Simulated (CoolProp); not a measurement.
Vapour-liquid equilibrium of C2F6 (R116) (1) + R22 (2) at 0.818 MPa; x and y are mole fractions of (1).

The numbers come from the multi-fluid Helmholtz-energy mixture model, Lemmon 2006 and Kamei 1995; pair parameters Bell 2016 in CoolProp.

### Question
Give the bubble temperature and the first vapour's composition at x = 0.25, 0.35, 0.55. Is there an azeotrope?

### Answer
x = 0.25: -16.4 °C, y = 0.677; x = 0.35: -19.6 °C, y = 0.726; x = 0.55: -23.1 °C, y = 0.784. No azeotrope shows between x = 0.05 and 0.95.

The pair parameters rest on a limited set of measurements; away from them the model extrapolates. With so large a gap from Raoult's law the liquid may split in two, which this calculation doesn't test in full.
